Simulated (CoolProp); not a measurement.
A single-stage vapour-compression cycle with R227EA: evaporating at 280.15 K (dew point), condensing at 324.15 K (bubble point), superheat 10 K, subcooling 2 K, compressor efficiency 0.9, no pressure losses. Each further row changes one setting.

The numbers come from the reference Helmholtz-energy equation of state, Lemmon 2016 in CoolProp.

```
case                              cooling COP  pressure ratio  discharge temperature (K)  refrigerating effect (kJ/kg)  volumetric capacity (kJ/m³)
--------------------------------  -----------  --------------  -------------------------  ----------------------------  ---------------------------
as stated                                4.23            3.73                      324.6                          79.2                         1530
evaporating temperature 285.15 K         5.06            3.14                      325.5                          82.6                         1880
condensing temperature 319.15 K          5.04            3.28                      320.6                          85.5                         1650
subcooling 7 K                           4.57            3.73                      324.6                          85.5                         1650
superheat 20 K                           4.44            3.73                      333.8                          87.6                         1620
compressor efficiency 0.8                3.76            3.73                      326.9                          79.2                         1530
```
